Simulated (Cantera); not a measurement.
**Ignition delay**

Mixture: 3.78 % CH4, 1.17 % CO, 15.7 % O2, 79.4 % N2, equivalence ratio 0.52, at 2.07 atm, adiabatic and at constant volume. Ignition delay is the time to a rise of 400 K.

Cantera simulation using GRI-Mech 3.0 (53 species, 325 reactions); the numbers are that mechanism's predictions, not measurements.

| T0 (K) | delay (ms) |
|---|---|
| 1100 | 105 |
| 1200 | 23.0 |
| 1300 | 5.92 |
| 1400 | 1.78 |
| 1500 | 0.625 |
| 1600 | 0.256 |
| 1700 | 0.121 |
| 1800 | 0.0633 |

```
Property                                                Result
--------------------------------------------------  ----------
apparent activation energy between 1600 and 1800 K  170 kJ/mol
```
